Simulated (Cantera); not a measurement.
A perfectly stirred reactor is fed with 8.63 % H₂, 5.08 % O₂, 86.3 % N₂, equivalence ratio 0.85, at 0.132 atm; it is held at 1075 K, and followed from long to short residence time.

Cantera simulation using GRI-Mech 3.0 (53 species, 325 reactions); the numbers are that mechanism's predictions, not measurements. The temperature is held fixed by assumption; the heat of reaction is taken as removed at once.

One state of this run: x H₂ = 0.0147; x O₂ = 0.0182; x H₂O₂ = 1.73e-7; x O = 0.00219; x NO = 2.01e-6; x HO₂ = 2.24e-6; x H₂O = 0.0643. x: mole fraction; the columns are a selection and need not sum to one.

Task: Which value of τ (s) does it belong to?
A. 0.033
B. 0.36
C. 0.11
D. 0.0030

Result: D, 0.0030
